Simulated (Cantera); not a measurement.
A perfectly stirred reactor is fed with CH4 : H2 : O2 : N2 : CO2 = 1 : 0.042 : 2.02 : 7.6 : 0.7 (molar parts), equivalence ratio 1.0, at 3750 Torr; it is adiabatic with a 775 K inlet, and is followed from long to short residence time, starting on the burning branch (τ in s: 0.038, 0.02, 0.01, 0.0055, 0.0029, 0.0015, 0.00079, 0.00041, 0.00022, 0.00011, 5.9e-05, 3.1e-05, 1.6e-05).

Computed with Cantera and GRI-Mech 3.0 (53 species, 325 reactions).

### Question
Predict: blow-out, bracketed by the residence times tried; x(CH4) at τ = 38.0 ms; x(H2) at τ = 38.0 ms; x(O2) at τ = 38.0 ms; x(N2O) at τ = 38.0 ms; x(H2O) at τ = 38.0 ms; x(CH4) at τ = 0.790 ms; x(H2) at τ = 0.790 ms; x(O2) at τ = 0.790 ms; x(N2O) at τ = 0.790 ms; x(H2O) at τ = 0.790 ms.

### Answer
```json
{
  "blow_out_bracketed_by_the_residence_times_tried": "burning at 31.0 µs, out at 16.0 µs",
  "x(CH4) at τ = 38.0 ms": "1.78e-6",
  "x(H2) at τ = 38.0 ms": "0.00335",
  "x(O2) at τ = 38.0 ms": "0.00705",
  "x(N2O) at τ = 38.0 ms": "3.63e-7",
  "x(H2O) at τ = 38.0 ms": "0.173",
  "x(CH4) at τ = 0.790 ms": "5.01e-5",
  "x(H2) at τ = 0.790 ms": "0.00525",
  "x(O2) at τ = 0.790 ms": "0.0124",
  "x(N2O) at τ = 0.790 ms": "4.52e-7",
  "x(H2O) at τ = 0.790 ms": "0.168"
}
```
